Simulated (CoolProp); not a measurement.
Fluorine at several states: Z from the reference equation and from simpler models built on Tc = -128.7 °C, pc = 5240 kPa, ω = 0.045; each cubic takes its own stable root.

Model: reference Helmholtz-energy equation of state, de Reuck 1990, in CoolProp.

```csv
T (°C),p (kPa),phase,reference
-21.85,5720,supercritical,0.9493
-110.65,11.3,gas,0.9995
-30.55,10.4,gas,0.9999
-161.75,865,gas,0.8634
```

Problem. How far does each simpler model (Pitzer virial, van der Waals, Soave-Redlich-Kwong, Peng-Robinson) lie from the reference over these 4 states: mean and median of the absolute difference, and the worst?

Solution. 
- Pitzer virial: mean 0.5 %, median 0.2 %, worst +1.6 % at -161.75 °C and 865 kPa
- van der Waals: mean 1.6 %, median 1.1 %, worst +4.3 % at -161.75 °C and 865 kPa
- Soave-Redlich-Kwong: mean 0.4 %, median 0.4 %, worst +0.8 % at -21.85 °C and 5720 kPa
- Peng-Robinson: mean 0.4 %, median 0.1 %, worst -1.3 % at -21.85 °C and 5720 kPa
